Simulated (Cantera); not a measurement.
## CH4 + H2O + N2 (carbon deposition, reforming and gasification)

A closed system holds: 1 mol CH4, 0.25 mol H2O, 1.4 mol N2, held at 725 K and 8.10 bar.

Equilibrium computed with Cantera from the NASA thermochemical tables; the gas is ideal and each condensed phase is pure. Candidate condensed phases: C, C6H6, C7H8, C8H18, H2O; 136 gas species. Rates play no part.

The x(N2) comes out as 0.505. The x(CH4) is 0.321 and the x(H2) comes out as 0.0878. The x(H2O) is 0.0813 and the x(CO2) is 0.00415. The x(NH3) comes out as 0.00103 and the x(CO) is 0.000595. The x(C2H6) comes out as 7.73e-6. The n(C(graphite)) is 0.0984 mol. The gas amount comes out as 2.772 mol.
